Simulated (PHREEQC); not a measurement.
Make-up at 25 °C: 0.0098 mol/kgw NH3. It is in equilibrium with CO2 at log p = -2 (atm). Otherwise closed; pH follows from the charge balance.

Model: ion-association model, phreeqc.dat, run in PHREEQC.

Each row changes one thing in this solution. Precipitation was switched off in this run.

| case | pH | ionic strength (mol/kgw) | HCO3- (mol/kgw) | CO2 (mol/kgw) | NH3 (mol/kgw) | CO3-2 (mol/kgw) |
|---|---|---|---|---|---|---|
| as made | 7.75 | 0.00956 | 0.00946 | 0.000340 | 0.000276 | 3.37e-5 |
| 0.001 mol/kgw MnCl2 added | 7.71 | 0.0110 | 0.00852 | 0.000339 | 0.000246 | 2.77e-5 |
| NH3 replaced by (NH4)2SO4 at the same molality | 4.98 | 0.0272 | 1.67e-5 | 0.000338 | 8.41e-7 | 1.17e-10 |
| NH3 replaced by NH4Br at the same molality | 4.90 | 0.00981 | 1.33e-5 | 0.000340 | 3.99e-7 | 6.70e-11 |
| NH3 from 0.0098 to 0.0108 mol/kgw | 7.79 | 0.0105 | 0.0104 | 0.000339 | 0.000330 | 4.10e-5 |
| diluted 2-fold with water | 7.47 | 0.00483 | 0.00481 | 0.000340 | 7.51e-5 | 8.29e-6 |
| temperature from 25 to 20 °C | 7.73 | 0.00965 | 0.00956 | 0.000391 | 0.000183 | 2.88e-5 |

Complexes and solids missing from the database can't appear. Some of these states are supersaturated (in Rhodochrosite, for instance).
